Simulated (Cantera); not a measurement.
A perfectly stirred reactor is fed with CH4 : CO2 = 1 : 0.81 (molar parts), at 2400 Torr; it is held at 2073 K, and followed from long to short residence time.

Detailed kinetics in Cantera: GRI-Mech 3.0 (53 species, 325 reactions).

x: mole fraction; the columns are a selection and need not sum to one.

```json
[
 {"τ (s)": "0.96", "x CH4": "0.00325", "x CO2": "0.000855", "x OH": "1.08e-6", "x H2O": "0.00460", "x H2": "0.518"},
 {"τ (s)": "0.23", "x CH4": "___", "x CO2": "___", "x OH": "___", "x H2O": "___", "x H2": "0.506"},
 {"τ (s)": "0.058", "x CH4": "0.00974", "x CO2": "0.00733", "x OH": "8.92e-6", "x H2O": "0.0368", "x H2": "0.480"},
 {"τ (s)": "0.014", "x CH4": "0.0176", "x CO2": "0.0171", "x OH": "1.94e-5", "x H2O": "0.0764", "x H2": "0.434"},
 {"τ (s)": "0.0035", "x CH4": "0.0313", "x CO2": "0.0367", "x OH": "3.41e-5", "x H2O": "0.126", "x H2": "0.372"},
 {"τ (s)": "0.00085", "x CH4": "___", "x CO2": "___", "x OH": "___", "x H2O": "___", "x H2": "___"},
 {"τ (s)": "0.00021", "x CH4": "0.123", "x CO2": "0.183", "x OH": "3.69e-5", "x H2O": "0.120", "x H2": "0.288"}
]
```

Q: Complete the blanks.

A: 
- 0.23, x CH4: 0.00549
- 0.23, x CO2: 0.00280
- 0.23, x OH: 3.49e-6
- 0.23, x H2O: 0.0148
- 0.00085, x CH4: 0.0592
- 0.00085, x CO2: 0.0832
- 0.00085, x OH: 4.52e-5
- 0.00085, x H2O: 0.157
- 0.00085, x H2: 0.314
